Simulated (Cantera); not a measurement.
What does this Cantera script print?

```python
import numpy as np
import cantera as ct

gas_names = """
    N NO NO2 NO3 N2 N2O O O2 O3 Pb PbO Pb2
""".split()
cond_names = """
    Pb(cr) Pb(L) PbO(rd) PbO(yw) PbO(L) PbO2(s) Pb3O4(s)
""".split()


# ... load() reads the species with a 1 bar reference pressure and builds the phases ...
atoms = {
    'PbO': {'Pb': 1, 'O': 1},
    'O2': {'O': 2},
    'N2': {'N': 2},
}
top_T = {'Pb3O4(s)': 820}  # K; cautious upper limits of use, not melting points


# ... equilibrate(T, P, feed) seeds the gas with the atoms and calls Mixture.equilibrate('TP', solver="vcs", rtol=1e-11, max_steps=5000) ...
results = []
feed = {'PbO': 1, 'O2': 0.98, 'N2': 2.3}  # mol
T = 525  # K
P = 36000  # Pa
mix = equilibrate(T, P, feed)
results.append((T, P, feed, dict(zip(mix.species_names, mix.species_moles))))
x = sorted(zip(gas.X, gas.species_names), reverse=True)
print(f"T = {T:g} K  P = {P:g} Pa  gas = {mix.phase_moles(0):.4g} mol")
print("   x: " + "  ".join(f"{s} {v:.3e}" for v, s in x if v > 0.001))
print("   condensed (mol): " + ("  ".join(f"{mix.phase(i).name} {mix.phase_moles(i):.4g}"
      for i in range(1, mix.n_phases) if mix.phase_moles(i) > 1e-12) or "none"))
```

Output:

```
T = 525 K  P = 36000 Pa  gas = 3.113 mol
   x: N2 7.388e-01  O2 2.612e-01
   condensed (mol): Pb3O4(s) 0.3333
```

Method: chemical equilibrium by Gibbs-energy minimisation in Cantera with the NASA 1993 tables (ideal gas, pure condensed phases).
